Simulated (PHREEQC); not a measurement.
Dissolve 0.023 mol MnSO4 per kg of water at 25 °C. Closed to the air; pH follows from the charge balance.

Equilibrium calculation in PHREEQC: ion-association model, wateq4f.dat.

Each row changes one thing in this solution. Precipitation was switched off in this run.

```csv
case,pH,ionic strength (mol/kgw),SO4-2 (mol/kgw),HSO4- (mol/kgw)
as made,6.47,0.0601,0.0150,2.70e-7
0.018 mol/kgw HNO3 added,1.99,0.0746,0.0113,0.00577
0.027 mol/kgw HCl added,[?],0.0814,0.0100,0.00787
0.0071 mol/kgw NH4HF2 added,[?],0.0682,0.0147,0.000461
diluted 100-fold with water,6.92,0.000893,0.000223,2.39e-9
MnSO4 replaced by MgSO4 at the same molality,6.84,0.0549,0.0137,1.07e-7
0.00023 mol/kgw Ca(NO3)2 added,6.46,0.0606,0.0150,2.69e-7
```

Q: Some entries are withheld; supply them.

A: 
- 0.027 mol/kgw HCl added, pH: 1.80
- 0.0071 mol/kgw NH4HF2 added, pH: 3.21
